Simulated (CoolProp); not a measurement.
Vapour-liquid equilibrium of fluoroethane (R161) (1) + R1234yf (2) at -88.15 °C; x and y are mole fractions of (1).

Values from CoolProp's multi-fluid Helmholtz-energy mixture model, Wu 2012 and Lemmon 2022; pair parameters Bell 2016.

```csv
x,bubble pressure (kPa),y at the bubble point,dew pressure at overall composition x (kPa),liquid density (mol/L)
0.05,(withheld),0.096,2.903,12.64
0.15,3.248,0.257,3.062,13.08
0.25,3.497,0.386,3.236,13.56
0.35,3.721,0.494,3.425,14.07
0.45,(withheld),(withheld),3.628,14.62
0.55,4.098,0.667,3.843,15.20
0.65,4.255,0.741,4.062,15.82
0.75,4.393,0.813,4.273,16.50
0.85,4.513,0.884,(withheld),17.22
0.95,4.614,0.960,4.603,18.01
```

Task: Fill in the missing entries.

Result: 
- 0.05, bubble pressure (kPa): 2.974
- 0.45, bubble pressure (kPa): 3.921
- 0.45, y at the bubble point: 0.585
- 0.85, dew pressure at overall composition x (kPa): 4.458

No azeotrope shows between x = 0.05 and 0.95.

The pair parameters rest on a limited set of measurements; away from them the model extrapolates.
